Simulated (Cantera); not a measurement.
An isothermal, constant-pressure homogeneous reactor starts with CO : O₂ : H₂O : N₂ = 0.0096 : 0.003 : 0.00041 : 1 (molar parts), at 1225 K and 840000 Pa.

Computed with Cantera and GRI-Mech 3.0 (53 species, 325 reactions).

Predict: x(CO) at 40.0 s; x(H₂O) at 40.0 s; x(NO) at 40.0 s; x(H₂) at 40.0 s.


```json
{
 "x(CO) at 40.0 s": "0.00347 (gas-phase equilibrium 0.00345)",
 "x(H₂O) at 40.0 s": "0.000308 (gas-phase equilibrium 0.000292)",
 "x(NO) at 40.0 s": "1.09e-7 (gas-phase equilibrium 1.10e-11)",
 "x(H₂) at 40.0 s": "9.80e-5 (gas-phase equilibrium 0.000114)"
}
```
